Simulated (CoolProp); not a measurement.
Model: reference Helmholtz-energy equation of state, de Reuck 1993, in CoolProp.

Problem. For methanol, give the phase and the density (kg/m³), cp (kJ/(kg K)), isothermal compressibility (1/MPa), expansivity (1/kK) at 346.85 °C and 14700 kPa; 346.85 °C and 17600 kPa.

Solution. 
- 346.85 °C and 14700 kPa: supercritical; density 131, cp 4.41, isothermal compressibility 0.0940, expansivity 5.28
- 346.85 °C and 17600 kPa: supercritical; density 170, cp 5.21, isothermal compressibility 0.0859, expansivity 6.97
